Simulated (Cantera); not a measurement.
## Ignition delay

Mixture: 33.1 % H₂, 13.8 % O₂, 51.9 % N₂, 1.19 % H₂O, at 72000 Pa, adiabatic and at constant volume. Ignition delay is the time to a rise of 400 K.

Cantera simulation using the H2/O2 subset of GRI-Mech 3.0, which has no nitrogen chemistry; the numbers are that mechanism's predictions, not measurements. Below about 950 K walls govern HO2 and H2O2 in real vessels.

| T0 (K) | delay (ms) |
|---|---|
| 850 | 1760 |
| 925 | 25.4 |
| 1000 | 0.343 |
| 1075 | 0.145 |
| 1150 | 0.0845 |
| 1225 | 0.0560 |
| 1300 | 0.0404 |
| 1375 | 0.0311 |
